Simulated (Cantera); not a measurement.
## Adiabatic ignition

An adiabatic, constant-volume homogeneous reactor starts with 7.89 % CH4, 17.5 % O2, 65.9 % N2, 8.68 % CO2, equivalence ratio 0.90, at 1325 K and 3.75 atm.

Cantera simulation using GRI-Mech 3.0 (53 species, 325 reactions); the numbers are that mechanism's predictions, not measurements.

| t (s) | T (K) | P (bar) | x CH4 | x O2 | x CO2 | x NO2 | x H2O |
|---|---|---|---|---|---|---|---|
| 9.00e-6 | 1325 | 3.80 | 0.0789 | 0.175 | 0.0868 | <1e-12 | 1.80e-8 |
| 2.51e-5 | 1325 | 3.80 | 0.0789 | 0.175 | 0.0868 | <1e-12 | 1.37e-7 |
| 7.00e-5 | 1325 | 3.80 | 0.0789 | 0.175 | 0.0868 | <1e-12 | 1.34e-6 |
| 0.000195 | 1325 | 3.80 | 0.0788 | 0.175 | 0.0868 | <1e-12 | 1.52e-5 |
| 0.000545 | 1326 | 3.80 | 0.0787 | 0.175 | 0.0868 | <1e-12 | 0.000125 |
| 0.00152 | 1332 | 3.82 | 0.0776 | 0.174 | 0.0867 | <1e-12 | 0.000932 |
| 0.00424 | 2753 | 8.10 | <1e-12 | 0.0273 | 0.128 | 7.45e-6 | 0.141 |
| 0.0118 | 2751 | 8.10 | <1e-12 | 0.0270 | 0.128 | 7.93e-6 | 0.141 |
| 0.0330 | 2751 | 8.10 | <1e-12 | 0.0270 | 0.128 | 7.93e-6 | 0.141 |
| 0.0921 | 2751 | 8.10 | <1e-12 | 0.0270 | 0.128 | 7.93e-6 | 0.141 |
| 0.257 | 2751 | 8.10 | <1e-12 | 0.0270 | 0.128 | 7.93e-6 | 0.141 |
| 0.717 | 2751 | 8.10 | <1e-12 | 0.0270 | 0.128 | 7.93e-6 | 0.141 |
| 2.00 | 2751 | 8.10 | <1e-12 | 0.0270 | 0.128 | 7.93e-6 | 0.141 |
x: mole fraction; the columns are a selection and need not sum to one.

```json
{
 "time_of_steepest_temperature_rise": "2.93 ms",
 "temperature at 2.00 s": "2751 K",
 "equilibrium_temperature": "2751 K",
 "x(CH4) at 2.00 s": "<1e-12 (gas-phase equilibrium <1e-12)",
 "x(O2) at 2.00 s": "0.0270 (gas-phase equilibrium 0.0270)",
 "x(CO2) at 2.00 s": "0.128 (gas-phase equilibrium 0.128)"
}
```
